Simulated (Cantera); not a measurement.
Input: 1 mol Si, 4.8 mol Br2, 1.5 mol N2, at 1650 K and 0.0668 Torr.

Cantera equilibrium calculation (NASA polynomials, part measured and part estimated; ideal gas, pure solids and liquids). Candidate condensed phases: Br2, Si, Si3N4; 13 gas species. The tables' values for SiBr, SiBr3 are old estimates; treat these amounts as uncertain. Rates play no part.

Base state: Br 0.752, N2 0.148, SiBr2 0.0980, SiBr 0.000629, SiBr3 0.000305, Br2 0.000132, Si 6.24e-5, SiBr4 1.13e-5 (mole fractions); condensed: gas only.

Task: What changes in the equilibrium state with this change: temperature from 1650 K to 898.15 K?

Result: 
```json
[
 {"species": "Br2", "before": "0.000132", "after": "0.447"},
 {"species": "N2", "before": "0.148", "after": "0.268"},
 {"species": "SiBr4", "before": "1.13e-5", "after": "0.179"},
 {"species": "Br", "before": "0.752", "after": "0.107"},
 {"species": "SiBr2", "before": "0.0980", "after": "<1e-9"},
 {"species": "SiBr", "before": "0.000629", "after": "<1e-9"},
 {"species": "Si", "before": "6.24e-5", "after": "<1e-9"},
 {"species": "SiBr3", "before": "0.000305", "after": "9.46e-8"}
]
```

Task: What changes in the equilibrium state with this change: temperature from 1650 K to 1473 K?

Result: 
```csv
species,before,after
Br,0.752,0.750
N2,0.148,0.150
SiBr2,0.0980,0.0951
SiBr3,0.000305,0.00283
Si,6.24e-5,9.79e-8
SiBr4,1.13e-5,0.00175
SiBr,0.000629,1.80e-5
```
The tables' values for SiBr3, SiBr are old estimates; treat these amounts as uncertain.
